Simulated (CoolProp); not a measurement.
Properties of R507A along the isotherm -7.65 °C.

Model: reference Helmholtz-energy equation of state, Lemmon 2003, in CoolProp. It is a pseudo-pure fit of the blend.

```
p (kPa)   phase  speed of sound (m/s)  Joule-Thomson coefficient (K/MPa)  isothermal compressibility (1/MPa)  expansivity (1/kK)  Prandtl number  fugacity coefficient
-------  ------  --------------------  ---------------------------------  ----------------------------------  ------------------  --------------  --------------------
29.3        gas                 157.1                              25.75                               34.38               3.870           0.789                0.9928
49.4        gas                 156.5                              25.74                               20.50               3.942           0.792                0.9878
83.4        gas                 155.5                              25.74                               12.25               4.069               ?                0.9795
141         gas                 153.7                              25.79                               7.361               4.296           0.807                0.9654
238         gas                     ?                              26.02                               4.490               4.724           0.825                0.9418
677      liquid                 527.8                           -0.09778                            0.004703               3.178            3.51                0.6385
1140     liquid                 533.1                            -0.1060                            0.004587               3.129            3.52                0.3858
1930     liquid                 541.8                            -0.1192                            0.004405               3.051            3.54                0.2348
3250     liquid                     ?                            -0.1391                            0.004135               2.933            3.57                0.1465
5490     liquid                 577.5                            -0.1679                            0.003756               2.764            3.62               0.09424
9260     liquid                 610.1                            -0.2062                            0.003272               2.538            3.71               0.06418
```

Question: Complete the blanks.

Answer: 
- 83.4, Prandtl number: 0.797
- 238, speed of sound (m/s): 150.6
- 3250, speed of sound (m/s): 555.7

Viscosity comes from a separate model (Geller 2000). Thermal conductivity comes from a separate model (Geller 2001).
